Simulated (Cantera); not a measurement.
# Ignition delay

Mixture: 7.30 % CH4, 16.4 % O2, 61.7 % N2, 14.6 % CO2, at 5.00 bar, adiabatic and at constant volume. Ignition delay is the time to a rise of 400 K.

Model: GRI-Mech 3.0 (53 species, 325 reactions), integrated in Cantera.

```tsv
T0 (K)	delay (ms)
1150	21.5
1200	11.2
1250	6.02
1300	3.32
1350	1.88
1400	1.09
1450	0.644
1500	0.389
1550	0.240
```

| Quantity | Result |
|---|---|
| apparent activation energy between 1450 and 1550 K | 180 kJ/mol |
